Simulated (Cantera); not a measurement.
Charge: 1 mol B₂O₃, 0.054 mol O₂, 190 mol N₂, equilibrated at 0.100 bar.

Method: chemical equilibrium by Gibbs-energy minimisation in Cantera with the NASA 1993 tables (ideal gas, pure condensed phases). Candidate condensed phases: B, BN, B₂O₃; 17 gas species. Rates play no part.

### Question
Which condensed phases are stable at each of these points (T (K)): 825, 925, 1025, 1125, 1225, 1325, 1425, 1525, 1625, 1725, 1825, 1925, 2025, 2125?

### Answer
```tsv
T (K)	condensed phases	B condensed (%)
825	B₂O₃(l)	100.0
925	B₂O₃(l)	100.0
1025	B₂O₃(l)	100.0
1125	B₂O₃(l)	100.0
1225	B₂O₃(l)	100.0
1325	B₂O₃(l)	99.9
1425	B₂O₃(l)	99.2
1525	B₂O₃(l)	93.1
1625	B₂O₃(l)	56.1
1725	gas only	0.0
1825	gas only	0.0
1925	gas only	0.0
2025	gas only	0.0
2125	gas only	0.0
```

From 825 K to 1625 K the condensed part is B₂O₃(l). From 1725 K to 2125 K nothing is condensed.
